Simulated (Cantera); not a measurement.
A perfectly stirred reactor is fed with CO : O2 : H2O : N2 = 0.005 : 0.044 : 0.00067 : 1 (molar parts), at 5.00 bar; it is held at 1450 K, and followed from long to short residence time.

Computed with Cantera and GRI-Mech 3.0 (53 species, 325 reactions).

x: mole fraction; the columns are a selection and need not sum to one.

```json
[
 {"τ (s)": "6.9", "x CO": "1.06e-5", "x O2": "0.0396", "x H2O": "0.000638", "x NO": "3.61e-6", "x NO2": "7.86e-8", "x H2O2": "2.80e-10"},
 {"τ (s)": "2.4", "x CO": "2.33e-5", "x O2": "0.0396", "x H2O": "0.000637", "x NO": "3.79e-6", "x NO2": "1.09e-7", "x H2O2": "4.79e-10"},
 {"τ (s)": "0.81", "x CO": "5.18e-5", "x O2": "0.0396", "x H2O": "0.000636", "x NO": "4.11e-6", "x NO2": "1.46e-7", "x H2O2": "8.38e-10"},
 {"τ (s)": "0.28", "x CO": "0.000113", "x O2": "0.0397", "x H2O": "0.000634", "x NO": "4.37e-6", "x NO2": "1.77e-7", "x H2O2": "1.46e-9"},
 {"τ (s)": "0.094", "x CO": "0.000247", "x O2": "0.0397", "x H2O": "0.000633", "x NO": "4.30e-6", "x NO2": "1.82e-7", "x H2O2": "2.64e-9"},
 {"τ (s)": "0.032", "x CO": "0.000518", "x O2": "0.0399", "x H2O": "0.000630", "x NO": "(withheld)", "x NO2": "1.47e-7", "x H2O2": "4.76e-9"},
 {"τ (s)": "0.011", "x CO": "0.00102", "x O2": "0.0401", "x H2O": "0.000626", "x NO": "(withheld)", "x NO2": "9.03e-8", "x H2O2": "8.25e-9"},
 {"τ (s)": "0.0037", "x CO": "0.00187", "x O2": "0.0405", "x H2O": "0.000622", "x NO": "(withheld)", "x NO2": "3.99e-8", "x H2O2": "1.31e-8"},
 {"τ (s)": "0.0013", "x CO": "0.00295", "x O2": "0.0410", "x H2O": "0.000619", "x NO": "(withheld)", "x NO2": "1.24e-8", "x H2O2": "1.72e-8"}
]
```

Q: Complete the blanks.

A: 
- 0.032, x NO: 3.59e-6
- 0.011, x NO: 2.39e-6
- 0.0037, x NO: 1.17e-6
- 0.0013, x NO: 3.98e-7
